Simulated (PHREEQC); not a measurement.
A solution holds 0.01 mol/kgw HF, 0.023 mol/kgw NH4F and 0.063 mol/kgw HCl, at 25 °C. It is in equilibrium with CO2 at log p = 0 (atm). Otherwise closed; pH follows from the charge balance.

Model: ion-association model, wateq4f.dat, run in PHREEQC.

This is a speciation only: nothing precipitates in the calculation.

Problem. Estimate the pH, ionic strength.

Solution. pH 1.46; ionic strength 0.0638 mol/kgw.

Problem. In which forms is F present?

Solution. HF 85 %, H2F2 13 %, F- 2.1 % of the F.

Species that the database lacks are ignored. Carbamate, which ammonia and carbonate form, is missing from the database. wateq4f.dat counts part of the HF as a dimer, H2F2, which phreeqc.dat doesn't know; its constant is uncertain.
